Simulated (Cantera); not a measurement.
A perfectly stirred reactor is fed with 0.557 % H2, 99.4 % O2, equivalence ratio 0.0028, at 0.0133 bar; it is held at 1075 K, and followed from long to short residence time.

Model: the H2/O2 subset of GRI-Mech 3.0, which has no nitrogen chemistry, integrated in Cantera. Radical loss at walls, strong at low pressure, is not modelled.

x: mole fraction; the columns are a selection and need not sum to one.

| τ (s) | x H2 | x O2 | x HO2 | x H | x H2O |
|---|---|---|---|---|---|
| 0.79 | 7.51e-5 | 0.993 | 5.96e-7 | 3.06e-5 | 0.00540 |
| 0.42 | ___ | 0.993 | ___ | ___ | 0.00533 |
| 0.22 | 0.000162 | 0.992 | 8.92e-7 | 8.24e-5 | 0.00523 |
| 0.12 | ___ | 0.992 | ___ | ___ | 0.00510 |
| 0.064 | 0.000368 | 0.991 | 1.25e-6 | 0.000175 | 0.00490 |
| 0.034 | 0.000577 | 0.991 | 1.45e-6 | 0.000233 | 0.00462 |
| 0.018 | 0.000919 | 0.991 | 1.63e-6 | 0.000285 | 0.00420 |
| 0.0096 | 0.00146 | 0.991 | 1.76e-6 | 0.000307 | 0.00360 |
| 0.0051 | 0.00232 | 0.992 | 1.79e-6 | 0.000274 | 0.00276 |
| 0.0027 | 0.00360 | 0.993 | 1.61e-6 | 0.000163 | 0.00160 |

Problem. Complete the blanks.

Solution. 
- 0.42, x H2: 0.000109
- 0.42, x HO2: 7.32e-7
- 0.42, x H: 5.11e-5
- 0.12, x H2: 0.000240
- 0.12, x HO2: 1.06e-6
- 0.12, x H: 0.000123
